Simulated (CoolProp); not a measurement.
A simple Rankine cycle with n-perfluoropentane: condensing at 316.15 K, boiler at 0.847 MPa, turbine inlet 417.3 K, turbine efficiency 0.7, pump efficiency 0.8, no recuperator. Each further row changes one setting.

Computed with CoolProp (reference Helmholtz-energy equation of state, Gao 2022).

```csv
case,thermal efficiency (%),net work (kJ/kg),heat in (kJ/kg),turbine exit temperature (K),volume ratio over the turbine
as stated,…,11.8,172,398.1,5.73
turbine inlet 437.3 K,6.5,…,193,418.6,5.58
condensing temperature 308.15 K,7.6,13.8,181,395.6,…
boiler pressure 0.593 MPa,5.5,9.60,175,403.3,3.82
turbine efficiency 0.6,5.8,10.0,172,400.0,5.76
```

**Question.** What belongs in the gaps?

**Answer.** 
- as stated, thermal efficiency (%): 6.8
- turbine inlet 437.3 K, net work (kJ/kg): 12.6
- condensing temperature 308.15 K, volume ratio over the turbine: 7.53
